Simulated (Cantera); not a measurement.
An isothermal, constant-pressure homogeneous reactor starts with 7.73 % H2, 24.9 % O2, 67.3 % N2, at 1123 K and 750 Torr.

Cantera simulation using GRI-Mech 3.0 (53 species, 325 reactions); the numbers are that mechanism's predictions, not measurements. The temperature is held fixed by assumption; the heat of reaction is taken as removed at once.

x: mole fraction; the columns are a selection and need not sum to one.

```
t (s)         x H2   x O2    x N2O      x OH    x H2O2
--------  --------  -----  -------  --------  --------
3.00e-6     0.0773  0.249   <1e-12  1.49e-10    <1e-12
9.22e-6     0.0773  0.249   <1e-12       ___  3.76e-12
2.83e-5     0.0773  0.249   <1e-12   6.36e-8  1.68e-10
8.70e-5     0.0415  0.233  8.77e-9   0.00261   1.09e-5
0.000267   0.00198  0.220  5.22e-8  0.000210   6.93e-6
0.000821  0.000571  0.219  6.28e-8   6.27e-5   2.84e-6
0.00252   0.000139  0.219  6.90e-8   2.89e-5   6.14e-7
0.00775    1.75e-5  0.219  7.21e-8   1.47e-5   9.73e-8
0.0238         ___  0.219  7.34e-8       ___       ___
0.0731     1.23e-8  0.219  7.39e-8   3.56e-6   6.32e-9
0.225      1.31e-9  0.219  7.36e-8   1.95e-6   1.97e-9
0.690     5.23e-10  0.219  7.14e-8   1.17e-6  7.33e-10
2.12      4.03e-10  0.219  6.42e-8   9.12e-7  4.52e-10
6.51      3.98e-10  0.219  4.64e-8   8.93e-7  4.35e-10
20.0      3.98e-10  0.219  1.96e-8   8.91e-7  4.33e-10
```

Question: Fill in the missing entries.

Answer: 
- 9.22e-6, x OH: 1.10e-9
- 0.0238, x H2: 7.98e-7
- 0.0238, x OH: 7.10e-6
- 0.0238, x H2O2: 2.34e-8
